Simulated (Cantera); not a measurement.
Charge: 1 mol SiCl4, 1.5 mol Cl2, a varied amount of H2, equilibrated at 1325 K and 10000 Pa.

Cantera equilibrium calculation (NASA polynomials, part measured and part estimated; ideal gas, pure solids and liquids). Candidate condensed phases: Si; 19 gas species. The tables' values for SiCl3 are old estimates; treat these amounts as uncertain. Equilibrium is a limit: real reactors are often held back by kinetics, nucleation or transport.

x: gas mole fraction; nothing condenses.

| n(H2) (mol) | x HCl | x Cl2 | x SiCl4 | x H2 | x Cl | x SiCl3 | x SiHCl3 |
|---|---|---|---|---|---|---|---|
| 0.25 | 0.179 | 0.431 | 0.358 | 5.85e-10 | 0.0321 | 3.14e-6 | (withheld) |
| 0.5 | 0.329 | 0.315 | 0.329 | 2.70e-9 | 0.0274 | 3.37e-6 | (withheld) |
| 0.76 | 0.461 | 0.213 | 0.303 | 7.86e-9 | 0.0225 | 3.78e-6 | (withheld) |
| 1 | 0.566 | 0.133 | 0.283 | 1.91e-8 | 0.0178 | 4.48e-6 | (withheld) |
| 1.3 | 0.681 | 0.0471 | 0.262 | 7.76e-8 | 0.0106 | 6.95e-6 | (withheld) |
| 1.5 | 0.750 | 4.49e-5 | 0.250 | 9.86e-5 | 0.000327 | 0.000215 | (withheld) |
| 1.8 | 0.703 | 5.98e-8 | 0.225 | 0.0651 | 1.19e-5 | 0.00529 | (withheld) |
| 2 | 0.674 | 3.43e-8 | 0.212 | 0.105 | 9.04e-6 | 0.00659 | (withheld) |

### Question
What belongs in the gaps?

### Answer

- 0.25, x SiHCl3: 5.99e-11
- 0.5, x SiHCl3: 1.38e-10
- 0.76, x SiHCl3: 2.65e-10
- 1, x SiHCl3: 4.88e-10
- 1.3, x SiHCl3: 1.53e-9
- 1.5, x SiHCl3: 1.68e-6
- 1.8, x SiHCl3: 0.00107
- 2, x SiHCl3: 0.00168
